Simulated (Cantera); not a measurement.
Input (Python, Cantera):

```python
import numpy as np
import cantera as ct

gas = ct.Solution("gri30.yaml")
gas.TPX = 1775, 500000, {'CH4': 1, 'H2O': 1.8, 'H2': 0.79}
inlet = ct.Reservoir(gas, clone=True)

reactor = ct.IdealGasConstPressureReactor(gas, energy="off", clone=False)
exhaust = ct.Reservoir(gas, clone=True)
tau = [1.2, 0.4, 0.13, 0.043, 0.014, 0.0046, 0.0015][0]
for a, b in ((inlet, reactor), (reactor, exhaust)):
    ct.MassFlowController(a, b, mdot=lambda t: reactor.mass / tau)
net = ct.ReactorNet([reactor])
show = ['CH4', 'H2O', 'H2', 'C2H6', 'CO']

rows = []
print(f"{'tau/s':>10s}{'T/K':>9s}" + "".join(f"{s:>11s}" for s in show))
for tau in [1.2, 0.4, 0.13, 0.043, 0.014, 0.0046, 0.0015]:
    net.initial_time = 0.0
    net.advance(30 * tau)
    before = gas.X
    net.advance(40 * tau)
    drift = np.max(np.abs(gas.X - before) / (gas.X + 1e-9))
    rows.append([gas.T, *gas[show].X, drift])
    print(f"{tau:10.3e}{gas.T:9.1f}" + "".join(f"{x:11.3e}" for x in gas[show].X))
```

It prints:

```
     tau/s      T/K        CH4        H2O         H2       C2H6         CO
 1.200e+00   1775.0  2.034e-02  1.789e-01  6.403e-01  4.609e-06  1.409e-01
 4.000e-01   1775.0  3.059e-02  2.163e-01  6.060e-01  1.048e-05  1.164e-01
 1.300e-01   1775.0  4.343e-02  2.697e-01  5.579e-01  2.111e-05  8.289e-02
 4.300e-02   1775.0  6.039e-02  3.299e-01  5.015e-01  4.072e-05  4.892e-02
 1.400e-02   1775.0  8.679e-02  3.856e-01  4.412e-01  8.478e-05  2.291e-02
 4.600e-03   1775.0  1.265e-01  4.275e-01  3.817e-01  1.851e-04  8.973e-03
 1.500e-03   1775.0  1.768e-01  4.584e-01  3.227e-01  3.775e-04  3.087e-03
```

Detailed kinetics in Cantera: GRI-Mech 3.0 (53 species, 325 reactions).
